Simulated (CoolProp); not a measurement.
Vapour-liquid equilibrium of ethane (1) + C2F6 (R116) (2) at 187.4 K; x and y are mole fractions of (1).

Values from CoolProp's multi-fluid Helmholtz-energy mixture model, Bücker 2006 and Lemmon 2006; pair parameters Bell 2016.

```json
[
 {"x": "0.05", "bubble pressure, mixture model (bar)": "0.8318", "bubble pressure, Raoult's law (bar)": "0.6843", "y, mixture model": "0.241", "y, Raoult's law": "0.086"},
 {"x": "0.2", "bubble pressure, mixture model (bar)": "1.233", "bubble pressure, Raoult's law (bar)": "0.7622", "y, mixture model": "0.549", "y, Raoult's law": "0.309"},
 {"x": "0.35", "bubble pressure, mixture model (bar)": "1.424", "bubble pressure, Raoult's law (bar)": "0.8401", "y, mixture model": "0.647", "y, Raoult's law": "0.491"},
 {"x": "0.5", "bubble pressure, mixture model (bar)": "1.479", "bubble pressure, Raoult's law (bar)": "0.9179", "y, mixture model": "0.679", "y, Raoult's law": "0.641"},
 {"x": "0.65", "bubble pressure, mixture model (bar)": "1.487", "bubble pressure, Raoult's law (bar)": "0.9958", "y, mixture model": "0.688", "y, Raoult's law": "0.769"},
 {"x": "0.8", "bubble pressure, mixture model (bar)": "1.480", "bubble pressure, Raoult's law (bar)": "1.074", "y, mixture model": "0.710", "y, Raoult's law": "0.877"},
 {"x": "0.95", "bubble pressure, mixture model (bar)": "1.338", "bubble pressure, Raoult's law (bar)": "1.152", "y, mixture model": "0.846", "y, Raoult's law": "0.971"}
]
```

The largest gap from Raoult's law is +69.5 % in bubble pressure, at x = 0.35. y crosses x between x = 0.65 and 0.8: the model has an azeotrope there.

Pair parameters are fitted to limited data, so mixtures are less certain than the pure fluids. With so large a gap from Raoult's law the liquid may split in two, which this calculation doesn't test in full.
